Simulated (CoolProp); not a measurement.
Oxygen at 293.15 K and 1.53 MPa is throttled through a valve to 0.797 MPa with no heat exchange. Each further row changes one setting.

Model: reference Helmholtz-energy equation of state, Schmidt 1985, in CoolProp.

| case | temperature change (K) | final density (kg/m³) |
|---|---|---|
| as stated | -2.0 | 10.6 |
| outlet pressure 0.239 MPa | -3.6 | 3.18 |
| outlet pressure 1.04 MPa | -1.3 | 13.8 |
